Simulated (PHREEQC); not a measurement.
Synthetic water in mg/kgw, 25 °C, pH 6.78, pe 12.2: Na 4.75; K 0.138; Ca 8.01; Mg 1.25; Cl 3.43; S(6) as SO4 29.2; Alkalinity as HCO3 1.51; Cu(2) 0.0248.

Valence states are taken as typed.

Equilibrium calculation in PHREEQC: ion-association model, wateq4f.dat.

No solid was allowed to form.

Question: What charge-balance error does the model give?

Answer: charge-balance error -1.1 %.

Question: In which forms is C present?

Answer: HCO3- 73 %, CO2 26 % of the C.

The database's constant for dissolved Cu(OH)2 is higher than later reviews accept.
